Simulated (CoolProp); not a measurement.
Values from CoolProp's reference Helmholtz-energy equation of state, Lemmon 2006. It is a short technical equation, of lower accuracy than the large ones.

### Question
For isohexane, give the phase and the speed of sound (m/s) at 476.4 K and 0.0234 MPa; 513 K and 7.39 MPa; 439.5 K and 0.928 MPa.

### Answer
- 476.4 K and 0.0234 MPa: gas; speed of sound 218
- 513 K and 7.39 MPa: supercritical; speed of sound 314
- 439.5 K and 0.928 MPa: gas; speed of sound 171
